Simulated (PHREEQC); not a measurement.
**Ultrapure water in contact with air or piping: an equilibrium model**

Synthetic water in mg/L, 20 °C, pH 5.92, pe 1.2: Na 0.00725; K 0.000653; Ca 0.0138; Mg 0.00617; Cl 0.00173; S(6) as SO4 0.0566; Alkalinity as HCO3 0.0169; Mn(2) 0.00232; Li 3.13e-05.

Cl is adjusted to close the charge balance.
Valence states are taken as typed.

Equilibrium calculation in PHREEQC: ion-association model, phreeqc.dat.

Each row changes one thing in this solution. Precipitation was switched off in this run.

| case | ionic strength (mol/kgw) | CO2 (mol/kgw) | HCO3- (mol/kgw) | HSO4- (mol/kgw) | CO3-2 (mol/kgw) | CaSO4 (mol/kgw) | SI of Rhodochrosite (MnCO3) | SI of Gypsum (CaSO4:2H2O) |
|---|---|---|---|---|---|---|---|---|
| as made | 4.05e-6 | 4.27e-6 | 1.48e-6 | 6.15e-11 | 5.21e-11 | 3.41e-11 | -6.55 | -8.12 |
| temperature from 20 to 45 °C at the same typed pH | 4.05e-6 | 3.38e-6 | 1.45e-6 | 1.09e-10 | 7.73e-11 | 4.07e-11 | -6.30 | -8.09 |
| all concentrations times 2 at the same typed pH | 6.89e-6 | 5.06e-6 | 1.75e-6 | 1.22e-10 | 6.20e-11 | 1.35e-10 | -6.18 | -7.52 |
| K from 0.000653 to 0.000327 mg/L | 4.04e-6 | 4.27e-6 | 1.48e-6 | 6.15e-11 | 5.21e-11 | 3.41e-11 | -6.55 | -8.12 |

At this temperature some constants are extrapolated from 25 °C, and those without enthalpy data are left unchanged.
